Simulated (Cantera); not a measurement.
Feed: 1 mol Na2CO3, 0.98 mol H2S, 2.9 mol H2O, equilibrated at 1000 Pa.

Method: chemical equilibrium by Gibbs-energy minimisation in Cantera with the NASA 1993 tables (ideal gas, pure condensed phases). Candidate condensed phases: C, C6H6, C7H8, C8H18, H2O, H2SO4, Na, NaOH, NaO2, Na2CO3, Na2O, Na2O2, Na2S, Na2SO4, S; 131 gas species. Rates play no part.

Task: At 1125 °C, list the 4 most abundant gas species with their mole fractions, and the condensed phases.

Result: H2O 0.584, CO2 0.138, Na 0.0905, H2 0.0676. Condensed: Na2S(s).
